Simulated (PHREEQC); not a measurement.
Model water analysis in mg/kgw, 45 °C, pH 3.55, pe 11.7: Na 56.4; K 167; Ca 130; Mg 76; Cl 73.5; S(6) as SO4 862; N(5) as NO3 17.2; Al 1.6.

Cl is adjusted to close the charge balance.
Valence states are taken as typed.

Model: ion-association model, phreeqc.dat, run in PHREEQC.

Each row changes one thing in this solution. No solid was allowed to form.

```tsv
case	ionic strength (mol/kgw)	SO4-2 (mol/kgw)	K+ (mol/kgw)	Ca+2 (mol/kgw)	Mg+2 (mol/kgw)	MgSO4 (mol/kgw)	SI of Gypsum (CaSO4:2H2O)	SI of Gibbsite (Al(OH)3)
as made	0.0259	0.00637	0.00413	0.00235	0.00183	0.00130	-0.75	-1.97
temperature from 45 to 10 °C at the same typed pH	0.0284	0.00710	0.00419	0.00243	0.00234	0.000785	-0.70	-3.78
Na from 56.4 to 28.2 mg/kgw	0.0245	0.00635	0.00413	0.00234	0.00181	0.00132	-0.74	-1.97
all concentrations times 2 at the same typed pH	0.0476	0.0117	0.00813	0.00431	0.00319	0.00306	-0.36	-1.89
```

Species that the database lacks are ignored. Away from 25 °C the constants follow the database's enthalpies or fits; those with neither stay at their 25 °C values.
